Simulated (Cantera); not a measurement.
N2O furnace oxynitridation

A perfectly stirred reactor is fed with N2O = 1 (molar parts), at 58000 Pa; it is held at 1175 K, and followed from long to short residence time.

Computed with Cantera and GRI-Mech 3.0 (53 species, 325 reactions). GRI-Mech 3.0 was tuned for natural gas; its chemistry of N2O as a main component is partial and can be far from experiment. The mechanism lacks the step 2 NO + O2 → 2 NO2, which can matter for NO2 below about 1400 K. The temperature is held fixed by assumption; the heat of reaction is taken as removed at once.

```tsv
τ (s)	x N2O	x NO	x N2	x O2	x O	x NO2
7.0	0.342	0.0346	0.421	0.202	8.54e-7	0.000239
1.5	0.687	0.0187	0.199	0.0950	1.08e-6	0.000125
0.31	0.911	0.00555	0.0567	0.0269	1.16e-6	3.42e-5
0.064	0.980	0.00126	0.0127	0.00603	1.18e-6	5.66e-6
0.014	0.996	0.000281	0.00282	0.00134	1.19e-6	5.73e-7
0.0028	0.999	5.63e-5	0.000566	0.000268	1.18e-6	3.01e-8
0.00059	1.000	1.17e-5	0.000119	5.58e-5	1.17e-6	1.39e-9
```
x: mole fraction; the columns are a selection and need not sum to one.
